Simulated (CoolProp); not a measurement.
Saturation properties of carbon monoxide (Tc = 132.9 K, pc = 34.98 bar, ω = 0.050).

The numbers come from the reference Helmholtz-energy equation of state, Lemmon 2006 in CoolProp. It is a short technical equation, of lower accuracy than the large ones.

```csv
T (K),p (bar),liquid density (kg/m³),vapour density (kg/m³),enthalpy of vaporisation (kJ/kg)
101,5.857,700.0,22.78,182.2
105.3,7.899,676.0,30.65,172.8
109.5,10.34,650.6,40.42,162.4
113.7,13.29,622.8,52.85,150.6
118,16.88,591.0,69.34,136.4
122.2,21.01,554.9,90.90,119.7
126.4,25.85,510.3,121.7,98.35
130.7,31.66,441.5,177.4,64.56
```

It boils at 81.6 K under 1 atm.
